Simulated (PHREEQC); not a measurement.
1 kg of water holding 0.5 mol Na2CO3 and 0.21 mol Na2SO4 meets 20 L of dry gas (CO2 1 by moles) at fixed total pressure, at 10 atm; fugacities by Peng-Robinson. The gases take part in no redox reaction, some water evaporates into the gas, and hydrates or a liquid gas phase aren't modelled. Precipitation was switched off in this run.

The numbers come from PHREEQC with the Pitzer model, pitzer.dat.

```
T (°C)  dissolved CO2 (all carbonate carbon) (mol/kgw)  φ of CO2    pH
------  ----------------------------------------------  --------  ----
10                                                1.38     0.936  6.42
20                                                1.29     0.942  6.46
30                                                1.22     0.948  6.51
40                                                1.18     0.953  6.57
50                                                1.15     0.957  6.63
60                                                1.13     0.961  6.69
70                                                1.11     0.965  6.77
80                                                1.10     0.968  6.84
90                                                1.09     0.971  6.92
```

Along this series the solution becomes supersaturated in solids that the run did not let form, among them Nahcolite. Species that the database lacks are ignored. In brines, pH and single-ion activities rest on the MacInnes convention. At this temperature some constants are extrapolated from 25 °C, and those without enthalpy data are left unchanged.
